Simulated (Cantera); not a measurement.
Charge: 1 mol SiH2Cl2, 7.1 mol H2O, 11 mol H2, 5.5 mol O2, held at 1050 K and 133 Pa.

Equilibrium computed with Cantera from the NASA thermochemical tables; the gas is ideal and each condensed phase is pure. Candidate condensed phases: H2O, Si, SiO2; 30 gas species. The numbers say what is thermodynamically allowed, not how fast it happens.

Base state: H2O 0.801, H2 0.0995, HCl 0.0995 (mole fractions); condensed: SiO2(β-quartz).

Problem. What changes in the equilibrium state with this change: temperature from 1050 K to 1800 K?

Solution. 
| species | before | after |
|---|---|---|
| H2O | 0.801 | 0.796 |
| H2 | 0.0995 | 0.0996 |
| HCl | 0.0995 | 0.0968 |
| H | 7.01e-8 | 0.00310 |
| SiO | <1e-9 | 0.000206 |
| OH | 1.80e-9 | 0.00163 |
| O2 | <1e-9 | 0.000139 |
| O | <1e-9 | 3.93e-5 |
| Cl | 6.39e-8 | 0.00230 |
| SiO2(β-quartz), mol | 1.00 | 0 |
| SiO2(condensed), mol | 0 | 0.996 |
The tables hold silica as quartz up to 1696 K and as liquid above; real silica turns to tridymite and cristobalite and melts near 1996 K.
